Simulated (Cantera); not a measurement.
Thermodynamics of thermal oxidation and active oxidation of silicon, feed Si + CO2 + N2 + H2O

Feed: 1 mol Si, 0.32 mol CO2, 28 mol N2, 2.3 mol H2O, at 1575 K and 1.00 bar.

Cantera equilibrium calculation (NASA polynomials, part measured and part estimated; ideal gas, pure solids and liquids). Candidate condensed phases: C, C6H6, C7H8, C8H18, H2O, Si, SiC, SiO2, Si2N2O, Si3N4; 151 gas species. The tables hold silica as quartz up to 1696 K and as liquid above; real silica turns to tridymite and cristobalite and melts near 1996 K. Gases not in the tables: Si(OH)4. Rates play no part.

| Property | Value |
|---|---|
| x(N2) | 0.914 |
| x(H2) | 0.0560 |
| x(H2O) | 0.0191 |
| x(CO) | 0.00935 |
| x(CO2) | 0.00110 |
| x(H) | 9.83e-6 |
| n(SiO2(β-quartz)) | 1.000 mol |
| gas amount | 30.62 mol |
| log10 activity of C(graphite) (absent) | -4.55 |
| log10 activity of Si(s) (absent) | -9.37 |
